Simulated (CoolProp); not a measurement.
Water at 386.71 K and 0.0695 MPa flows at 0.2 m/s in a round tube of 6 mm bore and 15 µm roughness, fully developed (64/Re and Nu = 3.66 if laminar; Colebrook and Gnielinski if turbulent). Each further row changes one setting.

Model: reference Helmholtz-energy equation of state, Wagner 2002, in CoolProp.

```json
[
 {"case": "as stated", "Reynolds number": "36.9", "Darcy friction factor": "1.74", "pressure drop (Pa/m)": "2.27", "heat-transfer coefficient (W/(m² K))": "15.6", "mass flow (kg/h)": "0.00800"},
 {"case": "velocity 0.4 m/s", "Reynolds number": "73.7", "Darcy friction factor": "0.868", "pressure drop (Pa/m)": "4.55", "heat-transfer coefficient (W/(m² K))": "15.6", "mass flow (kg/h)": "0.0160"},
 {"case": "diameter 12 mm", "Reynolds number": "73.7", "Darcy friction factor": "0.868", "pressure drop (Pa/m)": "0.568", "heat-transfer coefficient (W/(m² K))": "7.80", "mass flow (kg/h)": "0.0320"}
]
```

Viscosity comes from a separate model (Huber 2009). Thermal conductivity comes from a separate model (Huber 2012).
